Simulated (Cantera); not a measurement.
# Adiabatic ignition

An adiabatic, constant-volume homogeneous reactor starts with CH4 : C2H6 : O2 : N2 : CO2 = 1 : 0.13 : 2.46 : 16 : 0.67 (molar parts), equivalence ratio 1.00, at 1150 K and 3000000 Pa.

Detailed kinetics in Cantera: GRI-Mech 3.0 (53 species, 325 reactions). The pressure lies above the range GRI-Mech 3.0 was tuned for (to about 10 atm).

```tsv
t (s)	T (K)	P (bar)	x CH4	x C2H6	x O2	x O	x CH2	x CH2O	x CH2CO
1.00e-6	1150	30.0	0.0494	0.00642	0.121	<1e-12	<1e-12	5.62e-11	<1e-12
2.46e-6	1150	30.0	0.0494	0.00642	0.121	1.83e-12	<1e-12	3.39e-10	<1e-12
6.06e-6	1150	30.0	0.0494	0.00642	0.121	4.30e-12	<1e-12	2.00e-9	<1e-12
1.49e-5	1150	30.0	0.0494	0.00642	0.121	9.66e-12	<1e-12	1.15e-8	<1e-12
3.67e-5	1150	30.0	0.0494	0.00642	0.121	2.04e-11	<1e-12	6.45e-8	<1e-12
9.04e-5	1150	30.0	0.0494	0.00642	0.121	4.76e-11	<1e-12	3.90e-7	5.95e-12
0.000223	1150	30.0	0.0494	0.00641	0.121	2.23e-10	<1e-12	4.27e-6	3.31e-10
0.000548	1152	30.0	0.0492	0.00631	0.121	2.82e-9	3.96e-12	0.000137	1.09e-7
0.00135	2593	68.3	<1e-12	<1e-12	0.00441	0.000182	<1e-12	4.83e-10	<1e-12
0.00332	2584	68.1	<1e-12	<1e-12	0.00367	0.000160	<1e-12	5.29e-10	<1e-12
0.00817	2584	68.1	<1e-12	<1e-12	0.00366	0.000159	<1e-12	5.30e-10	<1e-12
0.0201	2584	68.1	<1e-12	<1e-12	0.00366	0.000159	<1e-12	5.30e-10	<1e-12
0.0495	2584	68.1	<1e-12	<1e-12	0.00366	0.000159	<1e-12	5.30e-10	<1e-12
0.122	2584	68.1	<1e-12	<1e-12	0.00366	0.000159	<1e-12	5.30e-10	<1e-12
0.300	2584	68.1	<1e-12	<1e-12	0.00366	0.000159	<1e-12	5.30e-10	<1e-12
```
x: mole fraction; the columns are a selection and need not sum to one.

```
Property                                                             Value
---------------------------------  ---------------------------------------
time of steepest temperature rise                                  1.10 ms
temperature at 0.300 s                                              2584 K
equilibrium temperature                                             2584 K
x(CH4) at 0.300 s                    <1e-12 (gas-phase equilibrium <1e-12)
x(C2H6) at 0.300 s                   <1e-12 (gas-phase equilibrium <1e-12)
x(O2) at 0.300 s                   0.00366 (gas-phase equilibrium 0.00366)
```
